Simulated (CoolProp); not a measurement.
Model: reference Helmholtz-energy equation of state, Penoncello 2003, in CoolProp.

Problem. Give the vapour pressure (bar), enthalpy of vaporisation (kJ/kg), liquid viscosity (µPa s) of saturated CHF3 (R23) at 214, 237.6, 249.3 K.

Solution. 
```json
[
 {"T (K)": "214", "p (bar)": "3.24", "enthalpy of vaporisation (kJ/kg)": "219", "liquid viscosity (µPa s)": "216"},
 {"T (K)": "237.6", "p (bar)": "8.31", "enthalpy of vaporisation (kJ/kg)": "194", "liquid viscosity (µPa s)": "156"},
 {"T (K)": "249.3", "p (bar)": "12.3", "enthalpy of vaporisation (kJ/kg)": "178", "liquid viscosity (µPa s)": "133"}
]
```

Viscosity comes from a separate model (Shan 2000).
